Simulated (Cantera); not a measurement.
Input: 1 mol Si₃N₄, 48 mol Cl₂, 1.1 mol N₂, at 702 °C and 1.20 mbar.

Cantera equilibrium calculation (NASA polynomials, part measured and part estimated; ideal gas, pure solids and liquids). Candidate condensed phases: Si, Si₃N₄; 13 gas species. Kinetics and transport are ignored.

Base state: Cl₂ 0.867, N₂ 0.0642, SiCl₄ 0.0621, Cl 0.00711 (mole fractions); condensed: gas only.

Question: What changes in the equilibrium state with this change: Cl₂ from 48 to 4.4 mol?

Answer: 
```json
[
 {"species": "N₂", "before": "0.0642", "after": "0.538"},
 {"species": "SiCl₄", "before": "0.0621", "after": "0.461"},
 {"species": "SiCl₃", "before": "<1e-9", "after": "0.000555"},
 {"species": "Cl₂", "before": "0.867", "after": "<1e-9"},
 {"species": "Cl", "before": "0.00711", "after": "5.32e-8"},
 {"species": "SiCl₂", "before": "<1e-9", "after": "1.90e-5"},
 {"species": "Si₃N₄(s), mol", "before": "0", "after": "0.266"}
]
```
The tables' values for SiCl₃ are old estimates; treat these amounts as uncertain.
